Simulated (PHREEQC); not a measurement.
## Metal-bearing waste water (model solution)

Consider water at 84 °C with 1.3 mmol/kgw CdCl2, 180 mmol/kgw MgSO4, 2.4 mmol/kgw HCl and 0.047 mmol/kgw Na2SO4. Closed to the air; pH follows from the charge balance.

All values are PHREEQC results (ion-association model, phreeqc.dat), not measurements.

```json
{
 "pH": "3.55",
 "ionic_strength": "0.188 mol/kgw",
 "specific_conductance": "20400 µS/cm",
 "density": "0.990 g/cm³",
 "total_alkalinity": "-2.40 meq/kg"
}
```

```csv
species,molality,activity,log γ
MgSO4,0.133,0.139,0.019
Mg+2,0.0472,0.0144,-0.516
SO4-2,0.0443,0.0115,-0.584
Cl-,0.00493,0.00341,-0.160
HSO4-,0.00203,0.00147,-0.142
CdSO4,0.000554,0.000579,0.019
Cd+2,0.000476,0.000129,-0.568
H+,0.000365,0.000285,-0.108
```

This is a speciation only: nothing precipitates in the calculation. Away from 25 °C the constants follow the database's enthalpies or fits; those with neither stay at their 25 °C values.
